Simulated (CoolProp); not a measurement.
Vapour-liquid equilibrium of carbon dioxide (1) + CH3F (R41) (2) at 1760 kPa; x and y are mole fractions of (1).

The numbers come from the multi-fluid Helmholtz-energy mixture model, Span 1996 and Lemmon 2006; pair parameters Bell 2016 in CoolProp.

```tsv
x	bubble temperature (K)	y at the bubble point	dew temperature at overall composition x (K)	liquid density (mol/L)
0.05	266.6	0.072	267.0	20.64
0.2	263.5	0.267	264.6	21.14
0.35	260.6	0.440	262.1	21.63
0.5	258.0	0.596	259.6	22.13
0.65	255.4	0.737	257.0	22.64
0.8	252.9	0.862	254.2	23.15
0.95	250.4	0.969	250.8	23.65
```

No azeotrope shows between x = 0.05 and 0.95.

Pair parameters are fitted to limited data, so mixtures are less certain than the pure fluids.
